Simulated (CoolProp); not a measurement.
Vapour-liquid equilibrium of carbon dioxide (1) + R227EA (2) at 239.6 K; x and y are mole fractions of (1).

Values from CoolProp's multi-fluid Helmholtz-energy mixture model, Span 1996 and Lemmon 2016; pair parameters Bell 2016.

Q: Give the bubble pressure and the first vapour's composition at x = 0.05, 0.15, 0.75. Is there an azeotrope?

A: x = 0.05: 1.005 bar, y = 0.562; x = 0.15: 2.145 bar, y = 0.808; x = 0.75: 9.189 bar, y = 0.982. No azeotrope shows between x = 0.05 and 0.95.

The pair parameters rest on a limited set of measurements; away from them the model extrapolates.
